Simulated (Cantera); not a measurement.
## Iron carbonyl, mercury and lead vapours: Hg + N₂

Input: 1 mol Hg, a varied amount of N₂, held at 325 °C and 210 Torr.

Cantera equilibrium calculation (NASA polynomials, part measured and part estimated; ideal gas, pure solids and liquids). Candidate condensed phases: Hg; 3 gas species. Rates play no part.

```csv
n(N₂) (mol),x N₂,x Hg
0.21,0.174,0.826
0.34,0.254,0.746
0.55,0.355,0.645
0.89,0.471,0.529
1.4,0.583,0.417
2.3,0.697,0.303
3.7,0.787,0.213
6,0.857,0.143
9.7,0.907,0.0935
```
x: gas mole fraction; nothing condenses.

From 0.21 mol N₂ to 9.7 mol N₂ nothing is condensed. The main Hg-bearing gas is Hg throughout.
